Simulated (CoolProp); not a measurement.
Vapour-liquid equilibrium of ethylene (1) + 1-butene (2) at -23.25 °C; x and y are mole fractions of (1).

Values from CoolProp's multi-fluid Helmholtz-energy mixture model, Smukala 2000 and Lemmon 2005; pair parameters Bell 2016.

Question: Give the bubble pressure and the first vapour's composition at x = 0.05, 0.575, 0.65. Is there an azeotrope?

Answer: x = 0.05: 147.4 kPa, y = 0.668; x = 0.575: 1240 kPa, y = 0.972; x = 0.65: 1409 kPa, y = 0.978. No azeotrope shows between x = 0.05 and 0.95.

The pair parameters rest on a limited set of measurements; away from them the model extrapolates.
